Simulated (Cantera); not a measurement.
An isothermal, constant-pressure homogeneous reactor starts with 61.7 % NH₃, 38.3 % H₂, at 1800 K and 760 Torr.

Detailed kinetics in Cantera: the gas-phase N/H chemistry of the illustrative SiF4/NH3 mechanism in the Surface Chemkin manual (1991). Walls and surfaces, which speed up NH3 decomposition in real reactors, are not modelled.

x: mole fraction; the columns are a selection and need not sum to one.

| t (s) | x NH₃ | x H₂ | x NH | x N₂H₄ | x NH₂ | x H |
|---|---|---|---|---|---|---|
| 3.00e-6 | 0.617 | 0.383 | 1.58e-10 | 1.79e-11 | 2.82e-6 | 6.94e-7 |
| 1.72e-5 | 0.617 | 0.383 | 7.17e-9 | 7.35e-10 | 1.63e-5 | 3.82e-6 |
| 9.85e-5 | 0.617 | 0.383 | 2.36e-7 | ___ | 9.18e-5 | 2.13e-5 |
| 0.000565 | 0.616 | 0.383 | 2.17e-6 | 2.30e-7 | 0.000283 | 6.58e-5 |
| 0.00324 | 0.612 | 0.386 | 2.30e-6 | 2.42e-7 | 0.000290 | 6.85e-5 |
| 0.0185 | 0.586 | 0.404 | 2.27e-6 | 2.28e-7 | 0.000282 | 7.27e-5 |
| 0.106 | 0.467 | 0.487 | 2.12e-6 | ___ | 0.000241 | 9.38e-5 |
| 0.609 | 0.180 | 0.685 | 1.43e-6 | ___ | 0.000121 | 0.000172 |
| 3.49 | 0.0203 | 0.795 | 3.44e-7 | ___ | 1.98e-5 | 0.000290 |
| 20.0 | 0.00230 | 0.807 | 4.63e-8 | 1.71e-11 | 2.44e-6 | 0.000320 |

Task: Complete the blanks.

Result: 
- 9.85e-5, x N₂H₄: 2.41e-8
- 0.106, x N₂H₄: 1.66e-7
- 0.609, x N₂H₄: 4.20e-8
- 3.49, x N₂H₄: 1.12e-9
